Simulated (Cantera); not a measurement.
A Cantera script and what it prints.

```python
import numpy as np
import cantera as ct

gas_names = """
    NO2 N2
""".split()
cond_names = """
    Cr2N(s) Cr2O3(s) Cr2O3(L)
""".split()


# ... load() reads the species with a 1 bar reference pressure and builds the phases ...
species = {s.name: s for s in load("nasa_gas.yaml", gas_names) + load("nasa_condensed.yaml", cond_names)}
# Each term lists the table entries of one substance; the one whose range holds T is used.
reactions = {
    '6 NO2(g) + 4 Cr2N = 5 N2(g) + 4 Cr2O3':
        [(-6, ['NO2']), (-4, ['Cr2N(s)']), (5, ['N2']), (4, ['Cr2O3(s)', 'Cr2O3(L)'])],
}


def pick(names, T):
    return next(species[n] for n in names if species[n].thermo.min_temp <= T <= species[n].thermo.max_temp)


results = []
for label, terms in reactions.items():
    print(label)
    print("     T/K   dH/kJ  dS/(J/K)   dG/kJ   log10 K")
    for T in [1125, 1175, 1225, 1275, 1325, 1375, 1425, 1475, 1525, 1575, 1625]:
        used = [(nu, pick(names, T)) for nu, names in terms]
        dH = sum(nu * s.thermo.h(T) for nu, s in used) / 1e6
        dS = sum(nu * s.thermo.s(T) for nu, s in used) / 1e3
        dG = dH - T * dS / 1e3
        logK = -dG * 1e6 / (ct.gas_constant * T * np.log(10))
        results.append((label, T, dH, dS, dG, logK, [s.name for _, s in used]))
        print(f"{T:8g} {dH:8.1f} {dS:8.1f} {dG:8.1f} {logK:8.2f}")
```

It prints:

```
6 NO2(g) + 4 Cr2N = 5 N2(g) + 4 Cr2O3
     T/K   dH/kJ  dS/(J/K)   dG/kJ   log10 K
    1125  -4220.7   -368.6  -3806.1   176.72
    1175  -4221.8   -369.5  -3787.6   168.38
    1225  -4223.1   -370.6  -3769.1   160.71
    1275  -4224.6   -371.8  -3750.6   153.65
    1325  -4226.3   -373.1  -3732.0   147.12
    1375  -4228.2   -374.5  -3713.3   141.06
    1425  -4230.3   -376.0  -3694.5   135.42
    1475  -4232.7   -377.6  -3675.7   130.16
    1525  -4235.2   -379.3  -3656.7   125.25
    1575  -4237.9   -381.1  -3637.7   120.64
    1625  -4240.8   -382.9  -3618.6   116.32
```

Cantera with NASA thermochemical tables; ideal gases at 1 bar, condensed phases pure. Condensed species are held in their standard states even where they would react or evaporate.
